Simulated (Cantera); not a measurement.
A perfectly stirred reactor is fed with CO : H2 : CH4 : O2 : N2 : H2O = 1 : 0.4 : 0.16 : 0.785 : 2.95 : 0.11 (molar parts), equivalence ratio 1.3, at 750 Torr; it is adiabatic with a 373 K inlet, and is followed from long to short residence time, starting on the burning branch (τ in s: 0.42, 0.17, 0.067, 0.027, 0.011, 0.0043, 0.0017, 0.00068, 0.00027, 0.00011, 4.3e-05, 1.7e-05).

Model: GRI-Mech 3.0 (53 species, 325 reactions), integrated in Cantera.

One state of this run: T (K) = 1498; x CO = 0.142; x H2 = 0.0249; x CH4 = 0.00106; x CH3 = 0.000116; x NO = 7.51e-6. x: mole fraction; the columns are a selection and need not sum to one.

Q: Which value of τ (s) does it belong to?
A. 0.17
B. 0.027
C. 0.00027
D. 4.3e-5

A: D, 4.3e-5
